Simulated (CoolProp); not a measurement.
Saturation properties of R125 (Tc = 339.2 K, pc = 36.18 bar, ω = 0.305).

Values from CoolProp's reference Helmholtz-energy equation of state, Lemmon 2005.

```json
[
 {"T (K)": "208.4", "p (bar)": "0.4137", "liquid density (kg/m³)": "1572", "enthalpy of vaporisation (kJ/kg)": "[?]"},
 {"T (K)": "217.9", "p (bar)": "[?]", "liquid density (kg/m³)": "1539", "enthalpy of vaporisation (kJ/kg)": "167.9"},
 {"T (K)": "227.4", "p (bar)": "1.135", "liquid density (kg/m³)": "1505", "enthalpy of vaporisation (kJ/kg)": "162.8"},
 {"T (K)": "236.9", "p (bar)": "1.751", "liquid density (kg/m³)": "1470", "enthalpy of vaporisation (kJ/kg)": "157.4"},
 {"T (K)": "246.4", "p (bar)": "2.600", "liquid density (kg/m³)": "1433", "enthalpy of vaporisation (kJ/kg)": "151.7"},
 {"T (K)": "255.9", "p (bar)": "[?]", "liquid density (kg/m³)": "1395", "enthalpy of vaporisation (kJ/kg)": "145.6"},
 {"T (K)": "265.5", "p (bar)": "5.226", "liquid density (kg/m³)": "1354", "enthalpy of vaporisation (kJ/kg)": "138.9"},
 {"T (K)": "275", "p (bar)": "7.106", "liquid density (kg/m³)": "1311", "enthalpy of vaporisation (kJ/kg)": "131.7"},
 {"T (K)": "284.5", "p (bar)": "9.452", "liquid density (kg/m³)": "1265", "enthalpy of vaporisation (kJ/kg)": "[?]"},
 {"T (K)": "294", "p (bar)": "12.33", "liquid density (kg/m³)": "1214", "enthalpy of vaporisation (kJ/kg)": "114.7"}
]
```

Task: What belongs in the gaps?

Result: 
- 208.4, enthalpy of vaporisation (kJ/kg): 172.8
- 217.9, p (bar): 0.7033
- 255.9, p (bar): 3.734
- 284.5, enthalpy of vaporisation (kJ/kg): 123.7

It boils at 225.1 K under 1 atm.
